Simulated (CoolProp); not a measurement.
Computed with CoolProp (reference Helmholtz-energy equation of state, Pan 2012).

Task: Give the vapour pressure (kPa), enthalpy of vaporisation (kJ/kg), vapour Z, surface tension (mN/m) of saturated R236FA at 312.1, 322.6, 329.6 K.

Result: 
```tsv
T (K)	p (kPa)	enthalpy of vaporisation (kJ/kg)	vapour Z	surface tension (mN/m)
312.1	423	137	0.874	7.95
322.6	574	130	0.844	6.75
329.6	695	125	0.821	5.98
```

Surface tension comes from a separate correlation (Mulero 2012).
